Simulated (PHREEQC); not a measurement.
Solution (25 °C): 0.26 mol/kgw NaHSO4 and 0.002 mol/kgw Na2CO3. Closed to the air; pH follows from the charge balance.

The numbers come from PHREEQC with the ion-association model, phreeqc.dat.

This is a speciation only: nothing precipitates in the calculation.

Question: What pH, activity of water does the model give?

Answer: pH 1.14; activity of water 0.990.

Question: In which forms is Na present?

Answer: Na+ 92 %, NaSO4- 8.0 % of the Na.

Species that the database lacks are ignored.
